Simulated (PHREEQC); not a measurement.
Make-up at 20 °C: 0.21 mol HF, 0.00093 mol (NH4)2SiF6, 0.00067 mol HBF4 and 0.0058 mol HCl per kg of water. Closed to the air; pH follows from the charge balance.

Model: ion-association model, phreeqc.dat, run in PHREEQC.

This is a speciation only: nothing precipitates in the calculation.

Problem. Order these F species by the share of F that they hold, largest first: F-, HF2-, SiF6-2, BF4-, HF.

Solution. HF (87 %), HF2- (5.5 %), F- (4.0 %), SiF6-2 (2.6 %), BF4- (1.2 %)

The pH is 1.73 and the ionic strength 0.0239 mol/kgw. SiF6-2 is the database's only silicon fluoride. Real BF4- forms and hydrolyses slowly; the run takes it at equilibrium.
